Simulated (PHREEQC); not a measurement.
A solution holds 6.7 mmol/kgw CuCl2, 170 mmol/kgw HCl and 1.2 mmol/kgw FeCl3, at 25 °C. It is in equilibrium with CO2 at log p = -3.4 (atm). Otherwise closed; pH follows from the charge balance.

The numbers come from PHREEQC with the ion-association model, wateq4f.dat.

Each row changes one thing in this solution. This is a speciation only: nothing precipitates in the calculation.

```
case                                              pH  Cu+2 (mol/kgw)  CuCl+ (mol/kgw)  CuCl2 (mol/kgw)  CuOH+ (mol/kgw)  HCO3- (mol/kgw)  SI of Tenorite (CuO)  SI of Cu(OH)2 (Cu(OH)2)
----------------------------------------------  ----  --------------  ---------------  ---------------  ---------------  ---------------  --------------------  -----------------------
as made                                         0.87         0.00572         0.000935          4.58e-5         1.92e-10         5.89e-11                 -8.61                    -9.63
FeCl3 left out                                  0.87         0.00573         0.000929          4.51e-5         1.93e-10         5.88e-11                 -8.61                    -9.63
CuCl2 from 0.0067 to 0.00603 mol/kgw            0.87         0.00515         0.000838          4.09e-5         1.73e-10         5.88e-11                 -8.66                    -9.68
diluted 100-fold with water                     2.79         6.67e-5          2.77e-7         2.52e-10              ___          3.87e-9                 -6.31                    -7.33
HCl replaced by (CH3)4NCl at the same molality  3.15         0.00572              ___          4.60e-5          3.65e-8          1.12e-8                 -4.05                    -5.08
diluted 5-fold with water                       1.53         0.00127          6.53e-5          8.92e-7         2.67e-10         2.43e-10                 -7.74                    -8.76
CuCl2 from 0.0067 to 0.00134 mol/kgw            0.86         0.00115              ___          8.61e-6         3.90e-11         5.83e-11                 -9.30                   -10.32
temperature from 25 to 45 °C                    0.87         0.00473          0.00186         0.000109         1.56e-10         4.34e-11                 -8.00                    -9.02
```

Task: Some entries are withheld; supply them.

Result: 
- diluted 100-fold with water, CuOH+ (mol/kgw): 3.54e-10
- HCl replaced by (CH3)4NCl at the same molality, CuCl+ (mol/kgw): 0.000937
- CuCl2 from 0.0067 to 0.00134 mol/kgw, CuCl+ (mol/kgw): 0.000182

Species that the database lacks are ignored. Some of these states are supersaturated (in Hematite (slow to form), Goethite (slow to form), for instance). (CH3)4N+ isn't in the database: it is added as a free cation with an ion size of 4 Å. Away from 25 °C the constants follow the database's enthalpies or fits; those with neither stay at their 25 °C values.
